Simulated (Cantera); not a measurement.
Charge: 1 mol SiH2Cl2, 0.95 mol HCl, 2 mol H2, equilibrated at 2025 K and 30.8 Torr.

Equilibrium computed with Cantera from the NASA thermochemical tables; the gas is ideal and each condensed phase is pure. Candidate condensed phases: Si; 19 gas species. The tables' values for SiCl3, SiCl are old estimates; treat these amounts as uncertain. Gases not in the tables: Si2H6 and higher silanes. Kinetics and transport are ignored.

Base state: H2 0.587, HCl 0.215, SiCl2 0.183, H 0.00728, SiCl3 0.00219, SiCl 0.00213, Cl 0.00198, Si 0.00142 (mole fractions); condensed: Si(l).

Question: What changes in the equilibrium state with this change: temperature from 2025 K to 1573.15 K?

Answer: 
| species | before | after |
|---|---|---|
| H2 | 0.587 | 0.618 |
| HCl | 0.215 | 0.182 |
| SiCl2 | 0.183 | 0.182 |
| SiCl3 | 0.00219 | 0.0136 |
| Si2 | 1.56e-5 | 2.83e-9 |
| Si | 0.00142 | 1.35e-6 |
| Si(l), mol | 0.0572 | 0 |
| Si(s), mol | 0 | 0.0209 |

Question: What changes in the equilibrium state with this change: SiH2Cl2 replaced by SiH4?

Answer: 
```
species      before     after
----------  -------  --------
H2            0.587     0.836
HCl           0.215     0.115
SiCl2         0.183    0.0367
SiCl4       2.91e-5   1.17e-6
SiCl3       0.00219  0.000196
SiHCl3      3.25e-5   3.47e-6
Si(l), mol   0.0572     0.803
```
The tables' values for SiCl, SiCl3 are old estimates; treat these amounts as uncertain.

Question: What changes in the equilibrium state with this change: temperature from 2025 K to 1675 K?

Answer: 
```csv
species,before,after
H2,0.587,0.614
SiCl2,0.183,0.193
HCl,0.215,0.183
Si2,1.56e-5,4.01e-8
Si,0.00142,1.04e-5
SiH,0.000141,2.78e-6
"Si(l), mol",0.0572,0
```
